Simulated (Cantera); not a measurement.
An isothermal, constant-pressure homogeneous reactor starts with H2 : O2 : N2 = 0.18 : 1 : 1.9 (molar parts), equivalence ratio 0.090, at 1125 K and 20.0 Torr.

Computed with Cantera and the H2/O2 subset of GRI-Mech 3.0, which has no nitrogen chemistry. Radical loss at walls, strong at low pressure, is not modelled. The temperature is held fixed by assumption; the heat of reaction is taken as removed at once.

x: mole fraction; the columns are a selection and need not sum to one.

```json
[
 {"t (s)": "1.00e-5", "x H2": "0.0584", "x O2": "0.325", "x O": "3.91e-12", "x H2O2": "<1e-12", "x HO2": "7.67e-11", "x OH": "3.69e-12"},
 {"t (s)": "4.27e-5", "x H2": "0.0584", "x O2": "0.325", "x O": "6.20e-11", "x H2O2": "<1e-12", "x HO2": "3.28e-10", "x OH": "5.00e-11"},
 {"t (s)": "0.000182", "x H2": "0.0584", "x O2": "0.325", "x O": "9.57e-10", "x H2O2": "<1e-12", "x HO2": "___", "x OH": "5.70e-10"},
 {"t (s)": "0.000777", "x H2": "0.0584", "x O2": "0.325", "x O": "1.15e-7", "x H2O2": "1.21e-11", "x HO2": "8.15e-9", "x OH": "6.19e-8"},
 {"t (s)": "0.00331", "x H2": "0.00446", "x O2": "0.293", "x O": "0.0182", "x H2O2": "2.00e-7", "x HO2": "4.53e-6", "x OH": "0.00304"},
 {"t (s)": "0.0141", "x H2": "0.00104", "x O2": "0.298", "x O": "0.00893", "x H2O2": "1.64e-7", "x HO2": "4.22e-6", "x OH": "0.00163"},
 {"t (s)": "0.0603", "x H2": "9.87e-5", "x O2": "0.304", "x O": "0.000820", "x H2O2": "1.38e-7", "x HO2": "2.06e-6", "x OH": "0.000487"},
 {"t (s)": "0.257", "x H2": "5.14e-6", "x O2": "0.304", "x O": "4.43e-5", "x H2O2": "4.18e-8", "x HO2": "3.07e-7", "x OH": "0.000113"},
 {"t (s)": "1.10", "x H2": "___", "x O2": "0.304", "x O": "___", "x H2O2": "___", "x HO2": "___", "x OH": "___"},
 {"t (s)": "4.69", "x H2": "6.80e-8", "x O2": "0.304", "x O": "6.46e-7", "x H2O2": "1.94e-9", "x HO2": "6.76e-9", "x OH": "1.37e-5"},
 {"t (s)": "20.0", "x H2": "1.29e-8", "x O2": "0.304", "x O": "1.25e-7", "x H2O2": "4.41e-10", "x HO2": "2.05e-9", "x OH": "6.02e-6"}
]
```

Problem. Fill in the missing entries.

Solution. 
- 0.000182, x HO2: 1.41e-9
- 1.10, x H2: 4.64e-7
- 1.10, x O: 4.24e-6
- 1.10, x H2O2: 8.98e-9
- 1.10, x HO2: 3.89e-8
- 1.10, x OH: 3.51e-5
